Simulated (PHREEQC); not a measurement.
Consider water at 75 °C with 0.16 mol/kgw NaHSO4, 0.00018 mol/kgw K2HPO4 and 0.028 mol/kgw NaCl. Closed to the air; pH follows from the charge balance.

All values are PHREEQC results (ion-association model, wateq4f.dat), not measurements.

The pH comes out as 1.50 and the ionic strength comes out as 0.252 mol/kgw. The activity of water is 0.993 and the total alkalinity is -160 meq/kg.

| species | molality | activity | log γ |
|---|---|---|---|
| Na+ | 0.179 | 0.127 | -0.150 |
| HSO4- | 0.119 | 0.0822 | -0.161 |
| H+ | 0.0406 | 0.0313 | -0.112 |
| SO4-2 | 0.0319 | 0.00760 | -0.624 |
| Cl- | 0.0280 | 0.0187 | -0.174 |
| NaSO4- | 0.00890 | 0.00633 | -0.148 |
| K+ | 0.000325 | 0.000218 | -0.174 |
| H3PO4 | 0.000151 | 0.000160 | 0.025 |
| KSO4- | 3.45e-5 | 2.46e-5 | -0.148 |
| H2PO4- | 2.92e-5 | 2.08e-5 | -0.148 |

This is a speciation only: nothing precipitates in the calculation. Complexes and solids missing from the database can't appear. H3PO4, which wateq4f.dat lacks, is added to it with the constant of phreeqc.dat. At this temperature some constants are extrapolated from 25 °C, and those without enthalpy data are left unchanged.
